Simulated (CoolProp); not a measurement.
Carbonyl sulfide at several states: density (kg/m³) from the reference equation and from simpler models built on Tc = 105.6 °C, pc = 6.369 MPa, ω = 0.098; each cubic takes its own stable root.

The numbers come from the reference Helmholtz-energy equation of state, Lemmon 2006 in CoolProp. It is a short technical equation, of lower accuracy than the large ones.

```csv
T (°C),p (MPa),phase,reference
127.95,34.9,supercritical,871.2
246.45,0.174,gas,2.428
-94.75,0.08,liquid,1266
-2.15,0.0512,gas,1.375
```

How far does each simpler model (Soave-Redlich-Kwong, Peng-Robinson) lie from the reference over these 4 states: mean and median of the absolute difference, and the worst?


- Soave-Redlich-Kwong: mean 2.7 %, median 2.6 %, worst -5.4 % at 127.95 °C and 34.9 MPa
- Peng-Robinson: mean 2.9 %, median 2.5 %, worst +6.6 % at -94.75 °C and 0.08 MPa
